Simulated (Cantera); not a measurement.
Adiabatic ignition

An adiabatic, constant-volume homogeneous reactor starts with 8.91 % CO, 8.91 % H2, 6.85 % O2, 75.3 % N2, equivalence ratio 1.3, at 1523 K and 6.00 bar.

Computed with Cantera and GRI-Mech 3.0 (53 species, 325 reactions). The hydrogen kinetics of GRI-Mech 3.0 are dated; newer H2 mechanisms differ, most at raised pressure.

```json
[
 {"t (s)": "3.00e-6", "T (K)": "1524", "P (bar)": "6.00", "x CO": "0.0890", "x H2": "0.0885", "x O2": "0.0682", "x H2O2": "4.36e-7", "x CO2": "3.47e-5", "x H": "0.000262"},
 {"t (s)": "1.33e-5", "T (K)": "2411", "P (bar)": "9.03", "x CO": "0.0506", "x H2": "0.0134", "x O2": "0.00849", "x H2O2": "3.27e-7", "x CO2": "0.0430", "x H": "0.00847"},
 {"t (s)": "5.91e-5", "T (K)": "2652", "P (bar)": "9.79", "x CO": "0.0408", "x H2": "0.00937", "x O2": "0.00212", "x H2O2": "1.27e-7", "x CO2": "0.0542", "x H": "0.00197"},
 {"t (s)": "0.000262", "T (K)": "2670", "P (bar)": "9.85", "x CO": "0.0399", "x H2": "0.00909", "x O2": "0.00143", "x H2O2": "9.84e-8", "x CO2": "0.0552", "x H": "0.00155"},
 {"t (s)": "0.00116", "T (K)": "2663", "P (bar)": "9.82", "x CO": "0.0404", "x H2": "0.00929", "x O2": "0.00129", "x H2O2": "9.18e-8", "x CO2": "0.0547", "x H": "0.00152"},
 {"t (s)": "0.00516", "T (K)": "2660", "P (bar)": "9.81", "x CO": "0.0406", "x H2": "0.00938", "x O2": "0.00123", "x H2O2": "8.92e-8", "x CO2": "0.0545", "x H": "0.00152"},
 {"t (s)": "0.0229", "T (K)": "2660", "P (bar)": "9.81", "x CO": "0.0406", "x H2": "0.00938", "x O2": "0.00123", "x H2O2": "8.92e-8", "x CO2": "0.0545", "x H": "0.00152"},
 {"t (s)": "0.102", "T (K)": "2660", "P (bar)": "9.81", "x CO": "0.0406", "x H2": "0.00938", "x O2": "0.00123", "x H2O2": "8.92e-8", "x CO2": "0.0545", "x H": "0.00152"},
 {"t (s)": "0.451", "T (K)": "2660", "P (bar)": "9.81", "x CO": "0.0406", "x H2": "0.00938", "x O2": "0.00123", "x H2O2": "8.92e-8", "x CO2": "0.0545", "x H": "0.00152"},
 {"t (s)": "2.00", "T (K)": "2660", "P (bar)": "9.81", "x CO": "0.0406", "x H2": "0.00938", "x O2": "0.00123", "x H2O2": "8.92e-8", "x CO2": "0.0545", "x H": "0.00152"}
]
```
x: mole fraction; the columns are a selection and need not sum to one.

The time of steepest temperature rise is 5.25 µs, the temperature at 2.00 s is 2660 K and the equilibrium temperature comes out as 2660 K. The x(CO) at 2.00 s comes out as 0.0406 (gas-phase equilibrium 0.0406) and the x(H2) at 2.00 s is 0.00938 (gas-phase equilibrium 0.00938). The x(O2) at 2.00 s is 0.00123 (gas-phase equilibrium 0.00123).
